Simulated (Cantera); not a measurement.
A closed system holds: 1 mol AlN, 0.057 mol H₂, held at 72.8 Torr.

Cantera equilibrium calculation (NASA polynomials, part measured and part estimated; ideal gas, pure solids and liquids). Candidate condensed phases: Al, AlN; 13 gas species. Equilibrium is a limit: real reactors are often held back by kinetics, nucleation or transport. All values below are at 2098 K.

Base state: H₂ 0.941, Al 0.0310, N₂ 0.0166, H 0.00958, AlH 0.00213, Al₂ 1.75e-5 (mole fractions); condensed: AlN(s).

Problem. What changes in the equilibrium state with this change: pressure from 72.8 Torr to 135 Torr?

Solution. 
```tsv
species	before	after
H₂	0.941	0.966
Al	0.0310	0.0166
N₂	0.0166	0.00908
Al₂	1.75e-5	9.26e-6
AlH	0.00213	0.00157
H	0.00958	0.00713
AlN(s), mol	0.998	0.999
```
